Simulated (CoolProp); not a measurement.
Hexamethyldisiloxane (MM) at 315.94 K and 7.5 MPa is throttled through a valve to 5.23 MPa with no heat exchange. Each further row changes one setting.

The numbers come from the reference Helmholtz-energy equation of state, Thol 2016 in CoolProp.

```tsv
case	temperature change (K)	final density (kg/m³)
as stated	(withheld)	(withheld)
outlet pressure 1.57 MPa	(withheld)	(withheld)
outlet pressure 6.8 MPa	(withheld)	(withheld)
```

Problem. What belongs in the gaps?

Solution. 
- as stated, temperature change (K): +0.9
- as stated, final density (kg/m³): 749
- outlet pressure 1.57 MPa, temperature change (K): +2.3
- outlet pressure 1.57 MPa, final density (kg/m³): 741
- outlet pressure 6.8 MPa, temperature change (K): +0.3
- outlet pressure 6.8 MPa, final density (kg/m³): 752
